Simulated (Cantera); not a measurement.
Feed: 1 mol SiH₂Cl₂, 1.8 mol NH₃, equilibrated at 1175 K and 49.0 Pa.

Equilibrium computed with Cantera from the NASA thermochemical tables; the gas is ideal and each condensed phase is pure. Candidate condensed phases: NH₄Cl, Si, Si₃N₄; 28 gas species. The tables' values for SiCl₃ are old estimates; treat these amounts as uncertain. Equilibrium is a limit: real reactors are often held back by kinetics, nucleation or transport.

Base state: H₂ 0.564, HCl 0.371, N₂ 0.0543, SiCl₄ 0.00551, SiCl₂ 0.00345, SiCl₃ 0.00139, SiHCl₃ 0.000197 (mole fractions); condensed: Si₃N₄(s).

Task: What changes in the equilibrium state with this change: pressure from 49.0 Pa to 7.20 Pa?

Result: 
| species | before | after |
|---|---|---|
| H₂ | 0.564 | 0.563 |
| HCl | 0.371 | 0.364 |
| N₂ | 0.0543 | 0.0575 |
| SiCl₂ | 0.00345 | 0.0114 |
| H | 4.16e-6 | 1.08e-5 |
| SiCl₄ | 0.00551 | 0.00259 |
| SiHCl₃ | 0.000197 | 9.43e-5 |
| SiCl₃ | 0.00139 | 0.00174 |
| Si₃N₄(s), mol | 0.316 | 0.307 |
